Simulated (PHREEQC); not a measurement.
A solution holds 0.0021 mol/kgw HNO3, 0.053 mol/kgw NaCl and 0.041 mol/kgw KCl, at 25 °C. Closed to the air; pH follows from the charge balance.

Equilibrium calculation in PHREEQC: ion-association model, phreeqc.dat.

```json
{
  "pH": "2.76",
  "ionic_strength": "0.0961 mol/kgw",
  "specific_conductance": "11500 µS/cm",
  "density": "1.001 g/cm³",
  "total_alkalinity": "-2.10 meq/kg"
}
```

```
species  molality  activity   log γ
-------  --------  --------  ------
Cl-        0.0940    0.0723  -0.114
Na+        0.0530    0.0417  -0.104
K+         0.0410    0.0314  -0.115
H+        0.00210   0.00174  -0.082
NO3-      0.00210   0.00159  -0.121
```

Precipitation was switched off in this run.
